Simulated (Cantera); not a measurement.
What does this Cantera script print?

```python
import numpy as np
import cantera as ct

gas_names = """
    CL CLO CL2 H HCL HOCL HO2 H2 H2O H2O2 O OH O2 O3 Si SiCL SiCL2 SiCL3 SiCL4 SiH SiHCL3 SiH2 SiH2CL2
    SiH3 SiH3CL SiH4 SiO SiO2 Si2 Si3
""".split()
cond_names = """
    H2O(s) H2O(L) Si(cr) Si(L) SiO2(Lqz) SiO2(hqz) SiO2(L)
""".split()


# ... load() reads the species with a 1 bar reference pressure and builds the phases ...
atoms = {
    'SiO2': {'Si': 1, 'O': 2},
    'SiCl4': {'Si': 1, 'CL': 4},
    'H2': {'H': 2},
}
top_T = {}  # K; cautious upper limits of use, not melting points


# ... equilibrate(T, P, feed) seeds the gas with the atoms and calls Mixture.equilibrate('TP', solver="vcs", rtol=1e-11, max_steps=5000) ...
results = []
feed = {'SiO2': 1, 'SiCl4': 0.96, 'H2': 0.2}  # mol
T = 725  # K
P = 133.322  # Pa
mix = equilibrate(T, P, feed)
results.append((T, P, feed, dict(zip(mix.species_names, mix.species_moles))))
print(gas.report(threshold=1e-05))
for i in range(1, mix.n_phases):
    print(f"{mix.phase(i).name:16s} {mix.phase_moles(i):12.5e} mol")
```

Result:

```
       temperature   725 K
          pressure   133.32 Pa
           density   0.0031171 kg/m^3
  mean mol. weight   140.94 kg/kmol
   phase of matter   gas

                          1 kg             1 kmol
                     ---------------   ---------------
          enthalpy       -3.6234e+06       -5.1067e+08  J
   internal energy       -3.6661e+06        -5.167e+08  J
           entropy            3072.4        4.3302e+05  J/K
    Gibbs function       -5.8509e+06       -8.2461e+08  J
 heat capacity c_p            647.68             91283  J/K
 heat capacity c_v            588.69             82968  J/K

                      mass frac. Y      mole frac. X     chem. pot. / RT
                     ---------------   ---------------   ---------------
               HCL         0.0016855         0.0065158             -50.5
                H2         0.0023734           0.16592           -25.186
             SiCL3        5.3878e-05        5.6484e-05           -122.15
             SiCL4           0.98969           0.82105           -160.05
            SiHCL3         0.0061989         0.0064504           -134.74
     [  +25 minor]         3.195e-06        4.4774e-06

Si(cr)            0.00000e+00 mol
SiO2(Lqz)         1.00000e+00 mol
```

Equilibrium computed with Cantera from the NASA thermochemical tables; the gas is ideal and each condensed phase is pure. The tables' values for SiCl3 are old estimates; treat these amounts as uncertain.
